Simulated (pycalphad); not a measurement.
Source of the numbers: pycalphad with the COST 507 light-alloy database (1999); pressure 1 atm. The data set is of 1999 and partly superseded. Amounts are mole fractions of atoms. Kinetics are ignored, which matters at the lower temperatures.

Problem. Give the equilibrium state of Ti-1.87Hf-3.35B (at.%) at 1537 °C.

Solution. 
```
T = 1810.00 K, P = 101325 Pa, N = 1 mol of atoms
G = -113721 J/mol, H = 45085 J/mol, S = 87.74 J/(mol K)  (SER reference)
chemical potentials (J/mol): Ti -108904, Hf -196759, B -203650
phase             fraction      x(Ti)      x(Hf)       x(B)
BCC_A2              0.9371     0.9780     0.0198     0.0022
BM                  0.0629     0.4980     0.0020     0.5000
```

Problem. Give the equilibrium state of Ti-1.87Hf-3.35B (at.%) at 617 °C.

Solution. hcp, fraction 0.934, with 2.0 Hf, 0.08 B at.%; BM, fraction 0.066, with 0.10 Hf, 50.0 B at.%.

Database names, with the compositions (at.%) that they take in these runs: BM: Ti 50 B 50. BCC_A2 is bcc.
